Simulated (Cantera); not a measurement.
Source: NASA polynomial tables (part measured, part estimated), evaluated in Cantera. Values are per mole of reaction as written; species without (g) are pure solids or liquids, kept so even where they would boil at 1 bar.

2 O(g) + 2 H(g) + Sr ⇌ Sr(OH)2

```
T (K)  ΔH° (kJ)  ΔS° (J/K)  ΔG° (kJ)  log10 K   condensed phases
-----  --------  ---------  --------  -------  -----------------
300     -1903.3     -509.7   -1750.4   304.77  Sr(s), Sr(OH)2(s)
973     -1877.5     -484.5   -1406.1    75.48  Sr(s), Sr(OH)2(l)
1073        [?]        [?]       [?]      [?]  Sr(l), Sr(OH)2(l)
1173    -1877.6     -484.8   -1309.0    58.29  Sr(l), Sr(OH)2(l)
1273    -1873.9     -481.8   -1260.6    51.73  Sr(l), Sr(OH)2(l)
1373        [?]        [?]       [?]      [?]  Sr(l), Sr(OH)2(l)
1473    -1866.4     -476.3   -1164.8    41.31  Sr(l), Sr(OH)2(l)
```

Task: Complete the blanks.

Result: 
- 1073, ΔH° (kJ): -1881.4
- 1073, ΔS° (J/K): -488.1
- 1073, ΔG° (kJ): -1357.6
- 1073, log10 K: 66.09
- 1373, ΔH° (kJ): -1870.2
- 1373, ΔS° (J/K): -478.9
- 1373, ΔG° (kJ): -1212.6
- 1373, log10 K: 46.13
